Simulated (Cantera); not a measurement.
A closed system holds: 1 mol CuO, 68 mol H2, 10 mol N2, held at 0.100 bar.

Equilibrium computed with Cantera from the NASA thermochemical tables; the gas is ideal and each condensed phase is pure. Candidate condensed phases: Cu, CuO, Cu(OH)2, Cu2O, H2O; 27 gas species. Kinetics and transport are ignored.

Task: Which condensed phases are stable at each of these points (T (K)): 948, 1048, 1148, 1248, 1348, 1448, 1548, 1648, 1748, 1848, 1948, 2048?

Result: 
```csv
T (K),condensed phases,Cu condensed (%)
948,Cu(s),100.0
1048,Cu(s),100.0
1148,Cu(s),100.0
1248,Cu(s),100.0
1348,Cu(s),100.0
1448,Cu(l),99.7
1548,Cu(l),98.6
1648,Cu(l),93.8
1748,Cu(l),77.1
1848,Cu(l),26.4
1948,gas only,0.0
2048,gas only,0.0
```

From 948 K to 1348 K the condensed part is Cu(s). From 1448 K to 1848 K the condensed part is Cu(l). From 1948 K to 2048 K nothing is condensed.
